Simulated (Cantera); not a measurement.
Cantera run:

```python
import numpy as np
import cantera as ct

gas_names = """
    CL AL
""".split()
cond_names = """
    ALCL3(s) ALCL3(L)
""".split()


# ... load() reads the species with a 1 bar reference pressure and builds the phases ...
species = {s.name: s for s in load("nasa_gas.yaml", gas_names) + load("nasa_condensed.yaml", cond_names)}
# Each term lists the table entries of one substance; the one whose range holds T is used.
reactions = {
    '3 Cl(g) + Al(g) = AlCl3':
        [(-3, ['CL']), (-1, ['AL']), (1, ['ALCL3(s)', 'ALCL3(L)'])],
}


def pick(names, T):
    return next(species[n] for n in names if species[n].thermo.min_temp <= T <= species[n].thermo.max_temp)


results = []
for label, terms in reactions.items():
    print(label)
    print("     T/K   dH/kJ  dS/(J/K)   dG/kJ   log10 K")
    for T in [300, 400, 425, 450, 475, 500, 525, 550, 575]:
        used = [(nu, pick(names, T)) for nu, names in terms]
        dH = sum(nu * s.thermo.h(T) for nu, s in used) / 1e6
        dS = sum(nu * s.thermo.s(T) for nu, s in used) / 1e3
        dG = dH - T * dS / 1e3
        logK = -dG * 1e6 / (ct.gas_constant * T * np.log(10))
        results.append((label, T, dH, dS, dG, logK, [s.name for _, s in used]))
        print(f"{T:8g} {dH:8.1f} {dS:8.1f} {dG:8.1f} {logK:8.2f}")
```

Result:

```
3 Cl(g) + Al(g) = AlCl3
     T/K   dH/kJ  dS/(J/K)   dG/kJ   log10 K
     300  -1399.2   -550.8  -1234.0   214.85
     400  -1398.4   -548.6  -1179.0   153.96
     425  -1398.1   -547.8  -1165.3   143.22
     450  -1397.7   -546.9  -1151.6   133.67
     475  -1361.8   -469.7  -1138.7   125.21
     500  -1360.9   -467.9  -1126.9   117.73
     525  -1360.0   -466.1  -1115.3   110.96
     550  -1359.1   -464.4  -1103.6   104.81
     575  -1358.2   -462.8  -1092.0    99.20
```

Source: NASA polynomial tables (part measured, part estimated), evaluated in Cantera. Condensed species are held in their standard states even where they would react or evaporate.
